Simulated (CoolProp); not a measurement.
The fluid at 323.78 K and 1.08 MPa expands adiabatically to 0.198 MPa with isentropic efficiency 0.7. The same conditions are run with several fluids, on thermodynamics alone (safety and materials aside).

The numbers come from the reference Helmholtz-energy equation of state of each fluid (C3F8 (R218): Lemmon 2006; carbon monoxide: Lemmon 2006; ethylene: Smukala 2000; C2F6 (R116): Lemmon 2006; carbonyl sulfide: Lemmon 2006) in CoolProp.

```
fluid             work (kJ/kg)  final temperature (K)  final density (kg/m³)
----------------  ------------  ---------------------  ---------------------
C3F8 (R218)               14.3                  295.4             (withheld)
carbon monoxide           90.0             (withheld)                   2.84
ethylene            (withheld)                  254.8                   2.67
C2F6 (R116)               20.4             (withheld)                   11.5
carbonyl sulfide    (withheld)                  248.8                   5.99
```

Question: Complete the blanks.

Answer: 
- C3F8 (R218), final density (kg/m³): 15.9
- carbon monoxide, final temperature (K): 235.8
- ethylene, work (kJ/kg): 92.7
- C2F6 (R116), final temperature (K): 291.6
- carbonyl sulfide, work (kJ/kg): 41.4
